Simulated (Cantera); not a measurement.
A closed system holds: 1 mol SiC, 2.4 mol O2, 7.1 mol N2, 0.61 mol CO2, held at 1675 °C and 18.0 mbar.

These are equilibrium values from Cantera (NASA tables, ideal gas, pure condensed phases), not measurements of a reactor. Candidate condensed phases: C, Si, SiC, SiO2, Si2N2O, Si3N4; 34 gas species. The tables hold silica as quartz up to 1696 K and as liquid above; real silica turns to tridymite and cristobalite and melts near 1996 K. The numbers say what is thermodynamically allowed, not how fast it happens.

Base state: N2 0.776, CO2 0.171, O2 0.0445, CO 0.00512, NO 0.00302, O 0.000699, SiO 1.19e-5 (mole fractions); condensed: SiO2(condensed).

What changes in the equilibrium state with this change: temperature from 1675 °C to 1602 °C?


```
species                 before     after
--------------------  --------  --------
N2                       0.776     0.777
CO2                      0.171     0.174
O2                      0.0445    0.0438
CO                     0.00512   0.00268
SiO                    1.19e-5   1.86e-6
O                     0.000699  0.000375
NO                     0.00302   0.00241
SiO2(condensed), mol     1.000     1.000
```
